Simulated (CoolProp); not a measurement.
Vapour-liquid equilibrium of n-octane (1) + n-dodecane (2) at 0.0131 bar; x and y are mole fractions of (1).

Model: multi-fluid Helmholtz-energy mixture model, Beckmüller 2019 and Lemmon 2004; pair parameters Bell 2016, in CoolProp.

Give the bubble temperature and the first vapour's composition at x = 0.425, 0.5, 0.95. Is there an azeotrope?

x = 0.425: 307.7 K, y = 0.983; x = 0.5: 304.5 K, y = 0.989; x = 0.95: 292.8 K, y = 1.000. No azeotrope shows between x = 0.05 and 0.95.

Pair parameters are fitted to limited data, so mixtures are less certain than the pure fluids.
